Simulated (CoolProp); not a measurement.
Values from CoolProp's reference Helmholtz-energy equation of state, Lemmon 2006. It is a short technical equation, of lower accuracy than the large ones.

Task: For carbon monoxide, give the phase and the cp (kJ/(kg K)), cv (kJ/(kg K)), Joule-Thomson coefficient (K/MPa) at -7.65 °C and 55.3 kPa.

Result: 
- -7.65 °C and 55.3 kPa: gas; cp 1.04, cv 0.743, Joule-Thomson coefficient 3.21
